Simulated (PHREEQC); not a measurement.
Consider water at 15 °C with 0.015 mol K3PO4 per kg of water. Closed to the air; pH follows from the charge balance.

The numbers come from PHREEQC with the ion-association model, wateq4f.dat.

Q: The ionic strength comes out as 0.0761 mol/kgw. What activity coefficients do KHPO4-, HPO4-2, K+, OH-, PO4-3 get?

A: KHPO4- 0.81, HPO4-2 0.41, K+ 0.79, OH- 0.79, PO4-3 0.14.

Precipitation was switched off in this run. H3PO4, which wateq4f.dat lacks, is added to it with the constant of phreeqc.dat.
